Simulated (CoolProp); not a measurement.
Vapour-liquid equilibrium of R143a (1) + dimethyl ether (2) at -54.65 °C; x and y are mole fractions of (1).

Model: multi-fluid Helmholtz-energy mixture model, Lemmon and Jacobsen 2000 and Wu 2011; pair parameters Bell 2016, in CoolProp.

Q: Give the bubble pressure and the first vapour's composition at x = 0.425, 0.65, 0.725. Is there an azeotrope?

A: x = 0.425: 0.4540 bar, y = 0.699; x = 0.65: 0.5542 bar, y = 0.841; x = 0.725: 0.5863 bar, y = 0.879. No azeotrope shows between x = 0.05 and 0.95.

The pair parameters rest on a limited set of measurements; away from them the model extrapolates.
